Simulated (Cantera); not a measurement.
Feed: 1 mol Si3N4, 10 mol H2O, at 5.40 mbar.

Method: chemical equilibrium by Gibbs-energy minimisation in Cantera with the NASA 1993 tables (ideal gas, pure condensed phases). Candidate condensed phases: H2O, Si, SiO2, Si2N2O, Si3N4; 35 gas species. The tables hold silica as quartz up to 1696 K and as liquid above; real silica turns to tridymite and cristobalite and melts near 1996 K. Rates play no part.

Problem. Which condensed phases are stable at each of these points (T (K)): 1473, 1523, 1573, 1623, 1673, 1723, 1773, 1823, 1873, 1923, 1973, 2023, 2073?

Solution. 
```json
[
 {"T (K)": "1473", "condensed phases": "SiO2(β-quartz)", "Si condensed (%)": "100.0"},
 {"T (K)": "1523", "condensed phases": "SiO2(β-quartz)", "Si condensed (%)": "100.0"},
 {"T (K)": "1573", "condensed phases": "SiO2(β-quartz)", "Si condensed (%)": "100.0"},
 {"T (K)": "1623", "condensed phases": "SiO2(β-quartz)", "Si condensed (%)": "100.0"},
 {"T (K)": "1673", "condensed phases": "SiO2(β-quartz)", "Si condensed (%)": "100.0"},
 {"T (K)": "1723", "condensed phases": "SiO2(condensed)", "Si condensed (%)": "99.9"},
 {"T (K)": "1773", "condensed phases": "SiO2(condensed)", "Si condensed (%)": "99.9"},
 {"T (K)": "1823", "condensed phases": "SiO2(condensed)", "Si condensed (%)": "99.6"},
 {"T (K)": "1873", "condensed phases": "SiO2(condensed)", "Si condensed (%)": "99.1"},
 {"T (K)": "1923", "condensed phases": "SiO2(condensed)", "Si condensed (%)": "97.8"},
 {"T (K)": "1973", "condensed phases": "SiO2(condensed)", "Si condensed (%)": "95.0"},
 {"T (K)": "2023", "condensed phases": "SiO2(l)", "Si condensed (%)": "89.7"},
 {"T (K)": "2073", "condensed phases": "SiO2(l)", "Si condensed (%)": "80.3"}
]
```

From 1473 K to 1673 K the condensed part is SiO2(β-quartz). From 1723 K to 1973 K the condensed part is SiO2(condensed). From 2023 K to 2073 K the condensed part is SiO2(l).
